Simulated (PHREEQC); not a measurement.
A solution holds 0.024 mol/kgw K2CO3 and 0.003 mol/kgw H3BO3, at 25 °C. Closed to the air; pH follows from the charge balance.

Model: Pitzer model, pitzer.dat, run in PHREEQC.

```csv
quantity,before,after
pH,10.80,10.53
ionic strength (mol/kgw),0.0683,0.0721
CO3-2 (mol/kgw),0.0203,0.0181
HCO3- (mol/kgw),0.00372,0.00595
B(OH)4- (mol/kgw),0.00294,0.0115
B(OH)3 (mol/kgw),6.49e-5,0.000473
```

**Question.** Name the change that produced these shifts.
A) 0.021 mol/kgw NaHCO3 added
B) K2CO3 from 0.024 to 0.0216 mol/kgw
C) diluted 10-fold with water
D) H3BO3 replaced by Na2B4O7 at the same molality
E) temperature from 25 to 60 °C

**Answer.** D, H3BO3 replaced by Na2B4O7 at the same molality

This is a speciation only: nothing precipitates in the calculation.
